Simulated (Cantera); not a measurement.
An isothermal, constant-pressure homogeneous reactor starts with 9.09 % H2, 90.9 % O2, at 1348 K and 3.45 Torr.

Computed with Cantera and GRI-Mech 3.0 (53 species, 325 reactions). Radical loss at walls, strong at low pressure, is not modelled. The temperature is held fixed by assumption; the heat of reaction is taken as removed at once.

One state of this run: x H2 = 0.00130; x O2 = 0.873; x H = 0.00595; x HO2 = 1.11e-6; x H2O = 0.0858. x: mole fraction; the columns are a selection and need not sum to one.

**Question.** Which value of t (s) does it belong to?
(A) 0.252
(B) 4.79
(C) 0.000700
(D) 10.0

**Answer.** A, 0.252
